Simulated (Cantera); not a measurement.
**Low-pressure radical oxidation in H2/O2**

An isothermal, constant-pressure homogeneous reactor starts with 7.06 % H₂, 92.9 % O₂, at 1425 K and 0.0132 atm.

Computed with Cantera and the H2/O2 subset of GRI-Mech 3.0, which has no nitrogen chemistry. Radical loss at walls, strong at low pressure, is not modelled. The temperature is held fixed by assumption; the heat of reaction is taken as removed at once.

```json
[
 {"t (s)": "2.00e-6", "x H₂": "0.0706", "x O₂": "0.929", "x OH": "2.14e-10", "x H": "4.10e-9", "x HO₂": "4.31e-9", "x O": "2.15e-10"},
 {"t (s)": "1.07e-5", "x H₂": "0.0706", "x O₂": "0.929", "x OH": "5.08e-9", "x H": "1.84e-8", "x HO₂": "2.30e-8", "x O": "5.21e-9"},
 {"t (s)": "5.69e-5", "x H₂": "0.0706", "x O₂": "0.929", "x OH": "8.74e-8", "x H": "8.01e-8", "x HO₂": "1.23e-7", "x O": "9.76e-8"},
 {"t (s)": "0.000304", "x H₂": "0.0706", "x O₂": "0.929", "x OH": "8.72e-6", "x H": "5.51e-6", "x HO₂": "6.57e-7", "x O": "1.04e-5"},
 {"t (s)": "0.00162", "x H₂": "0.00165", "x O₂": "0.872", "x OH": "0.00852", "x H": "0.0103", "x HO₂": "2.40e-6", "x O": "0.0483"},
 {"t (s)": "0.00864", "x H₂": "0.00144", "x O₂": "0.877", "x OH": "0.00804", "x H": "0.00861", "x HO₂": "2.33e-6", "x O": "0.0433"},
 {"t (s)": "0.0461", "x H₂": "0.000876", "x O₂": "0.898", "x OH": "0.00633", "x H": "0.00382", "x HO₂": "2.01e-6", "x O": "0.0250"},
 {"t (s)": "0.246", "x H₂": "0.000146", "x O₂": "0.922", "x OH": "0.00262", "x H": "0.000244", "x HO₂": "8.30e-7", "x O": "0.00396"},
 {"t (s)": "1.31", "x H₂": "8.93e-6", "x O₂": "0.926", "x OH": "0.000650", "x H": "3.63e-6", "x HO₂": "1.21e-7", "x O": "0.000238"},
 {"t (s)": "7.00", "x H₂": "8.09e-7", "x O₂": "0.927", "x OH": "0.000196", "x H": "9.90e-8", "x HO₂": "7.98e-8", "x O": "2.16e-5"}
]
```
x: mole fraction; the columns are a selection and need not sum to one.

Equilibrium at this temperature and pressure: H₂ 4.36e-7, O₂ 0.927, OH 0.000144, H 3.93e-8, HO₂ 9.78e-8, O 1.16e-5 (gas phase only).
